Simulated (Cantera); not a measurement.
A freely propagating, adiabatic, planar premixed flame of 25.8 % H2, 15.5 % O2, 58.6 % N2, 0.121 % H2O, equivalence ratio 0.83, unburnt at 550 K and 113 Torr; mixture-averaged transport, grid criteria slope 0.08 and curve 0.16, no radiation.

Model: the H2/O2 subset of GRI-Mech 3.0, which has no nitrogen chemistry, integrated in Cantera. Burning velocities carry a grid error of a few per cent, more on coarse grids.

Q: Predict: laminar burning velocity; thermal thickness; peak x(HO2); peak x(H2O2); peak x(OH).

A: 
```json
{
 "laminar_burning_velocity": "464 cm/s",
 "thermal_thickness": "5.38 mm",
 "peak x(HO2)": "7.15e-5",
 "peak x(H2O2)": "2.45e-6",
 "peak x(OH)": "0.0174"
}
```
